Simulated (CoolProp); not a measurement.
Propyne at several states: density (kg/m³) from the reference equation and from simpler models built on Tc = 402.7 K, pc = 5.658 MPa, ω = 0.204; each cubic takes its own stable root.

Model: reference Helmholtz-energy equation of state, Polt 1992, in CoolProp. This equation is an older, rougher fit.

```json
[
 {"T (K)": "331.7", "p (MPa)": "0.0915", "phase": "gas", "reference": "1.343"},
 {"T (K)": "426.9", "p (MPa)": "3.4", "phase": "gas", "reference": "47.56"},
 {"T (K)": "452.2", "p (MPa)": "1.37", "phase": "gas", "reference": "15.53"}
]
```

How far does each simpler model (van der Waals, Redlich-Kwong, Soave-Redlich-Kwong, Peng-Robinson) lie from the reference over these 3 states: mean and median of the absolute difference, and the worst?


- van der Waals: mean 0.7 %, median 0.4 %, worst -1.5 % at 426.9 K and 3.4 MPa
- Redlich-Kwong: mean 0.1 %, median 0.1 %, worst +0.2 % at 426.9 K and 3.4 MPa
- Soave-Redlich-Kwong: mean 0.3 %, median 0.3 %, worst -0.5 % at 426.9 K and 3.4 MPa
- Peng-Robinson: mean 0.9 %, median 0.6 %, worst +2.0 % at 426.9 K and 3.4 MPa
